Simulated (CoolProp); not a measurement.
Properties of CHF3 (R23) along the isobar 1930 kPa (Tc = 299.3 K, pc = 4832 kPa, ω = 0.263).

Values from CoolProp's reference Helmholtz-energy equation of state, Penoncello 2003.

| T (K) | phase | speed of sound (m/s) | isothermal compressibility (1/MPa) | expansivity (1/kK) | fugacity coefficient |
|---|---|---|---|---|---|
| 253.3 | liquid | 480.8 | 0.007405 | ___ | 0.5996 |
| 271.8 | gas | 164.6 | 0.7460 | 9.914 | 0.8013 |
| 290.3 | gas | 178.8 | ___ | 6.800 | 0.8430 |
| 308.7 | gas | 189.6 | 0.6126 | ___ | 0.8733 |
| 327.2 | gas | 198.8 | 0.5881 | 4.577 | 0.8965 |
| 345.7 | gas | 206.9 | 0.5720 | 4.017 | 0.9148 |
| 364.2 | gas | 214.3 | 0.5606 | 3.607 | ___ |
| 382.6 | gas | ___ | 0.5522 | 3.290 | 0.9412 |
| 401.1 | gas | 227.6 | 0.5457 | 3.034 | 0.9509 |
| 419.6 | gas | ___ | ___ | 2.823 | 0.9589 |
| 438.1 | gas | 239.5 | 0.5365 | 2.644 | 0.9657 |
| 456.5 | gas | ___ | 0.5332 | 2.491 | 0.9713 |
| 475 | gas | 250.5 | 0.5305 | 2.357 | 0.9761 |

Question: What belongs in the gaps?

Answer: 
- 253.3, expansivity (1/kK): 5.074
- 290.3, isothermal compressibility (1/MPa): 0.6542
- 308.7, expansivity (1/kK): 5.405
- 364.2, fugacity coefficient: 0.9294
- 382.6, speed of sound (m/s): 221.2
- 419.6, speed of sound (m/s): 233.7
- 419.6, isothermal compressibility (1/MPa): 0.5406
- 456.5, speed of sound (m/s): 245.1
